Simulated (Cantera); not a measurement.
# Adiabatic ignition

An adiabatic, constant-pressure homogeneous reactor starts with CH4 : C2H6 : C3H8 : O2 : N2 : H2O = 1 : 0.035 : 0.59 : 3.9 : 14.7 : 0.56 (molar parts), at 1623 K and 940000 Pa.

Model: GRI-Mech 3.0 (53 species, 325 reactions), integrated in Cantera. GRI-Mech 3.0 was tuned for natural gas; its chemistry of propane as a main component is partial and can be far from experiment.

| t (s) | T (K) | x CH4 | x C2H6 | x C3H8 | x CH2 | x CH3 | x NO |
|---|---|---|---|---|---|---|---|
| 1.00e-6 | 1616 | 0.0478 | 0.00178 | 0.0266 | 2.32e-7 | 0.00127 | 4.46e-12 |
| 2.45e-6 | 1617 | 0.0470 | 0.00257 | 0.0230 | 4.73e-7 | 0.00175 | 3.66e-11 |
| 6.02e-6 | 1652 | 0.0438 | 0.00395 | 0.0125 | 1.40e-6 | 0.00196 | 3.87e-10 |
| 1.48e-5 | 2863 | <1e-12 | <1e-12 | <1e-12 | 1.58e-12 | 3.16e-12 | 0.000267 |
| 3.62e-5 | 2960 | 1.32e-12 | <1e-12 | <1e-12 | 2.42e-12 | 4.99e-12 | 0.00103 |
| 8.88e-5 | 2955 | 1.41e-12 | <1e-12 | <1e-12 | 2.44e-12 | 5.19e-12 | 0.00244 |
| 0.000218 | 2949 | 1.50e-12 | <1e-12 | <1e-12 | 2.46e-12 | 5.40e-12 | 0.00412 |
| 0.000534 | 2946 | 1.54e-12 | <1e-12 | <1e-12 | 2.47e-12 | 5.47e-12 | 0.00470 |
| 0.00131 | 2946 | 1.54e-12 | <1e-12 | <1e-12 | 2.47e-12 | 5.47e-12 | 0.00472 |
| 0.00321 | 2946 | 1.54e-12 | <1e-12 | <1e-12 | 2.47e-12 | 5.47e-12 | 0.00472 |
| 0.00788 | 2946 | 1.54e-12 | <1e-12 | <1e-12 | 2.47e-12 | 5.47e-12 | 0.00472 |
| 0.0193 | 2946 | 1.54e-12 | <1e-12 | <1e-12 | 2.47e-12 | 5.47e-12 | 0.00472 |
| 0.0474 | 2946 | 1.54e-12 | <1e-12 | <1e-12 | 2.47e-12 | 5.47e-12 | 0.00472 |
| 0.116 | 2946 | 1.54e-12 | <1e-12 | <1e-12 | 2.47e-12 | 5.47e-12 | 0.00472 |
| 0.285 | 2946 | 1.54e-12 | <1e-12 | <1e-12 | 2.47e-12 | 5.47e-12 | 0.00472 |
| 0.700 | 2946 | 1.54e-12 | <1e-12 | <1e-12 | 2.47e-12 | 5.47e-12 | 0.00472 |
x: mole fraction; the columns are a selection and need not sum to one.

| Property | Result |
|---|---|
| time of steepest temperature rise | 10.5 µs |
| temperature at 0.700 s | 2946 K |
| equilibrium temperature | 2946 K |
| x(CH4) at 0.700 s | 1.54e-12 (gas-phase equilibrium 1.83e-12) |
| x(C2H6) at 0.700 s | <1e-12 (gas-phase equilibrium <1e-12) |
| x(C3H8) at 0.700 s | <1e-12 (gas-phase equilibrium <1e-12) |
